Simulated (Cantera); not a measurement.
## Silicon etching in halogen gases: Si + HBr + H2

Input: 1 mol Si, a varied amount of HBr, 0.2 mol H2, equilibrated at 1302 °C and 0.00770 bar.

These are equilibrium values from Cantera (NASA tables, ideal gas, pure condensed phases), not measurements of a reactor. Candidate condensed phases: Br2, Si; 19 gas species. The tables' values for SiBr3, SiBr are old estimates; treat these amounts as uncertain. Rates play no part.

| n(HBr) (mol) | x HBr | x H2 | x SiBr2 | x Br | n Si(s) |
|---|---|---|---|---|---|
| 1 | 0.227 | 0.467 | 0.289 | 0.0121 | 0.646 |
| 1.4 | 0.229 | 0.445 | 0.308 | 0.0125 | 0.497 |
| 1.8 | 0.230 | 0.433 | 0.320 | 0.0127 | 0.348 |
| 2.3 | 0.230 | 0.422 | 0.329 | 0.0129 | 0.161 |
| 3 | 0.288 | 0.384 | 0.305 | 0.0168 | 0 |
| 3.9 | 0.422 | 0.309 | 0.234 | 0.0276 | 0 |
| 5 | 0.520 | 0.252 | 0.181 | 0.0376 | 0 |
x: gas mole fraction; n: condensed amount in mol.

From 1 mol HBr to 2.3 mol HBr the condensed part is Si(s). From 3 mol HBr to 5 mol HBr nothing is condensed. The main Si-bearing gas is SiBr2 throughout.
